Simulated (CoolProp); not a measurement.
The numbers come from the reference Helmholtz-energy equation of state, Thol 2016 in CoolProp.

### Question
For R1234ze(E), give the phase and the Z, expansivity (1/kK) at 326.8 K and 161 kPa; 356.5 K and 8530 kPa.

### Answer
- 326.8 K and 161 kPa: gas; Z 0.973, expansivity 3.37
- 356.5 K and 8530 kPa: liquid; Z 0.325, expansivity 3.78
